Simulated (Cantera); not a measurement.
Feed: 1 mol Fe3O4, 4.1 mol H2, 5.7 mol N2, held at 2198.15 K and 1.70 bar.

Equilibrium computed with Cantera from the NASA thermochemical tables; the gas is ideal and each condensed phase is pure. Candidate condensed phases: Fe, FeO, Fe(OH)2, Fe(OH)3, Fe2O3, Fe3O4, H2O; 27 gas species. Each liquid is taken as pure. Mutual solubility and eutectic melting of coexisting phases are not modelled. The tables' stoichiometric FeO is somewhat more stable than real wüstite, so its field is too wide. FeO: taken at fixed stoichiometry. The numbers say what is thermodynamically allowed, not how fast it happens.

Base state: N2 0.580, H2 0.281, H2O 0.135, H 0.00227, Fe 0.00160, OH 0.000151, Fe(OH)2 0.000119, FeO 2.37e-5 (mole fractions); condensed: Fe(l) + FeO(l).

What changes in the equilibrium state with this change: temperature from 2198.15 K to 2050 K?


```tsv
species	before	after
N2	0.580	0.581
H2	0.281	0.283
H2O	0.135	0.134
H	0.00227	0.000926
Fe	0.00160	0.000371
FeO	2.37e-5	3.93e-6
OH	0.000151	4.78e-5
Fe(l), mol	0.313	0.312
FeO(l), mol	2.67	2.68
```
